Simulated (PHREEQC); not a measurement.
## Leach liquor

A solution holds 1e-05 mol/kgw HCl, 0.00086 mol/kgw Li2SO4 and 1.2e-05 mol/kgw Na2SO4, at 81 °C and 500 atm. Closed to the air; pH follows from the charge balance.

Equilibrium calculation in PHREEQC: Pitzer model, pitzer.dat.

No solid was allowed to form.

Estimate the specific conductance.

specific conductance 483 µS/cm.

Under pressure, the constants of complexes without a molar volume in the database are unreliable. Away from 25 °C the constants follow the database's enthalpies or fits; those with neither stay at their 25 °C values.
